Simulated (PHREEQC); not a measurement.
A solution holds 0.053 mol CdSO4, 0.00044 mol KCl and 0.045 mol FeSO4 per kg of water, at 20 °C. Closed to the air; pH follows from the charge balance.

Equilibrium calculation in PHREEQC: ion-association model, phreeqc.dat.

No solid was allowed to form.

Question: Predict the pH, ionic strength, density.

Answer: pH 5.95; ionic strength 0.199 mol/kgw; density 1.015 g/cm³.

Question: In which forms is Fe present?

Answer: Fe+2 62 %, FeSO4 38 % of the Fe.
